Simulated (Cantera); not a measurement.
Cantera run:

```python
import numpy as np
import cantera as ct

gas_names = """
    N NO NO2 NO3 N2 N2O O O2 O3 Si SiN SiO SiO2 Si2 Si2N Si3
""".split()
cond_names = """
    Si(cr) Si(L) SiO2(Lqz) SiO2(hqz) SiO2(L) Si2N2O(s) Si3N4(a)
""".split()


# ... load() reads the species with a 1 bar reference pressure and builds the phases ...
atoms = {
    'Si': {'Si': 1},
    'N2O': {'N': 2, 'O': 1},
    'N2': {'N': 2},
}
top_T = {'Si2N2O(s)': 2100, 'Si3N4(a)': 2400}  # K; cautious upper limits of use, not melting points


# ... equilibrate(T, P, feed) seeds the gas with the atoms and calls Mixture.equilibrate('TP', solver="vcs", rtol=1e-11, max_steps=5000) ...
results = []
feed = {'Si': 1, 'N2O': 1.7, 'N2': 610}  # mol
P = 110000  # Pa
for T in [923, 1023, 1123, 1223, 1323, 1423, 1523, 1623, 1723, 1823, 1923, 2023, 2123, 2223]:
    mix = equilibrate(T, P, feed)
    results.append((T, P, feed, dict(zip(mix.species_names, mix.species_moles))))
    x = sorted(zip(gas.X, gas.species_names), reverse=True)
    print(f"T = {T:g} K  P = {P:g} Pa  gas = {mix.phase_moles(0):.4g} mol")
    print("   x: " + "  ".join(f"{s} {v:.3e}" for v, s in x if v > 0.0001))
    print("   condensed (mol): " + ("  ".join(f"{mix.phase(i).name} {mix.phase_moles(i):.4g}"
          for i in range(1, mix.n_phases) if mix.phase_moles(i) > 1e-12) or "none"))
```

Result:

```
T = 923 K  P = 110000 Pa  gas = 611.6 mol
   x: N2 1.000e+00
   condensed (mol): SiO2(hqz) 0.8  Si2N2O(s) 0.1
T = 1023 K  P = 110000 Pa  gas = 611.6 mol
   x: N2 1.000e+00
   condensed (mol): SiO2(hqz) 0.8  Si2N2O(s) 0.1
T = 1123 K  P = 110000 Pa  gas = 611.6 mol
   x: N2 1.000e+00
   condensed (mol): SiO2(hqz) 0.8  Si2N2O(s) 0.1
T = 1223 K  P = 110000 Pa  gas = 611.6 mol
   x: N2 1.000e+00
   condensed (mol): SiO2(hqz) 0.8  Si2N2O(s) 0.1
T = 1323 K  P = 110000 Pa  gas = 611.6 mol
   x: N2 1.000e+00
   condensed (mol): SiO2(hqz) 0.8  Si2N2O(s) 0.1
T = 1423 K  P = 110000 Pa  gas = 611.6 mol
   x: N2 1.000e+00
   condensed (mol): SiO2(hqz) 0.8  Si2N2O(s) 0.09995
T = 1523 K  P = 110000 Pa  gas = 611.6 mol
   x: N2 1.000e+00
   condensed (mol): SiO2(hqz) 0.7993  Si2N2O(s) 0.09927
T = 1623 K  P = 110000 Pa  gas = 611.6 mol
   x: N2 1.000e+00
   condensed (mol): SiO2(hqz) 0.7917  Si2N2O(s) 0.09165
T = 1723 K  P = 110000 Pa  gas = 611.9 mol
   x: N2 9.997e-01  SiO 3.479e-04
   condensed (mol): SiO2(L) 0.729  Si2N2O(s) 0.02905
T = 1823 K  P = 110000 Pa  gas = 612 mol
   x: N2 9.995e-01  SiO 4.902e-04
   condensed (mol): SiO2(L) 0.7
T = 1923 K  P = 110000 Pa  gas = 612 mol
   x: N2 9.995e-01  SiO 4.903e-04
   condensed (mol): SiO2(L) 0.6999
T = 2023 K  P = 110000 Pa  gas = 612 mol
   x: N2 9.995e-01  SiO 4.915e-04
   condensed (mol): SiO2(L) 0.699
T = 2123 K  P = 110000 Pa  gas = 612 mol
   x: N2 9.995e-01  SiO 5.050e-04
   condensed (mol): SiO2(L) 0.6899
T = 2223 K  P = 110000 Pa  gas = 612.1 mol
   x: N2 9.993e-01  SiO 6.151e-04
   condensed (mol): SiO2(L) 0.619
```

Equilibrium computed with Cantera from the NASA thermochemical tables; the gas is ideal and each condensed phase is pure. Mutual solubility and eutectic melting of coexisting phases are not modelled. The tables hold silica as quartz up to 1696 K and as liquid above; real silica turns to tridymite and cristobalite and melts near 1996 K.
